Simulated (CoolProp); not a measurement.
Vapour-liquid equilibrium of toluene (1) + n-decane (2) at 0.0171 MPa; x and y are mole fractions of (1).

The numbers come from the multi-fluid Helmholtz-energy mixture model, Lemmon 2006 and Lemmon 2006; pair parameters Bell 2016 in CoolProp.

```json
[
 {"x": "0.05", "bubble temperature (K)": "380.9", "y at the bubble point": "0.280", "dew temperature at overall composition x (K)": "387.2", "liquid density (mol/L)": "4.761"},
 {"x": "0.2", "bubble temperature (K)": "363.2", "y at the bubble point": "0.701", "dew temperature at overall composition x (K)": "383.2", "liquid density (mol/L)": "5.246"},
 {"x": "0.35", "bubble temperature (K)": "351.9", "y at the bubble point": "0.851", "dew temperature at overall composition x (K)": "378.6", "liquid density (mol/L)": "5.761"},
 {"x": "0.5", "bubble temperature (K)": "344.7", "y at the bubble point": "0.916", "dew temperature at overall composition x (K)": "373.1", "liquid density (mol/L)": "6.329"},
 {"x": "0.65", "bubble temperature (K)": "339.6", "y at the bubble point": "0.952", "dew temperature at overall composition x (K)": "366.1", "liquid density (mol/L)": "6.979"},
 {"x": "0.8", "bubble temperature (K)": "335.7", "y at the bubble point": "0.975", "dew temperature at overall composition x (K)": "356.4", "liquid density (mol/L)": "7.744"},
 {"x": "0.95", "bubble temperature (K)": "332.2", "y at the bubble point": "0.994", "dew temperature at overall composition x (K)": "339.8", "liquid density (mol/L)": "8.668"}
]
```

No azeotrope shows between x = 0.05 and 0.95.

The pair parameters rest on a limited set of measurements; away from them the model extrapolates.
